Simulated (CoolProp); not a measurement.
Properties of R141b along the isobar 0.101 MPa.

Computed with CoolProp (reference Helmholtz-energy equation of state, Lemmon 2006). It is a short technical equation, of lower accuracy than the large ones.

```csv
T (K),phase,cv (kJ/(kg K)),Joule-Thomson coefficient (K/MPa),Prandtl number,fugacity coefficient
216.2,liquid,0.7678,-0.4729,13.3,0.009002
222.8,liquid,0.7676,-0.4701,11.8,0.01492
229.4,liquid,0.7682,-0.4664,10.6,0.02389
236,liquid,0.7695,-0.4618,9.65,0.03706
242.6,liquid,0.7716,-0.4563,8.82,0.05588
249.2,liquid,0.7742,-0.4498,8.12,0.08207
255.8,liquid,0.7773,-0.4425,7.53,0.1177
262.4,liquid,0.7809,-0.4343,7.02,0.1651
269,liquid,0.7848,-0.4251,6.58,0.2270
275.6,liquid,0.7892,-0.4150,6.19,0.3063
282.2,liquid,0.7938,-0.4040,5.85,0.4062
```

Viscosity comes from a separate model (Huber 2003), an estimate that may be off by 10 % or more. Thermal conductivity comes from a separate model (Huber 2003), an estimate that may be off by 10 % or more.
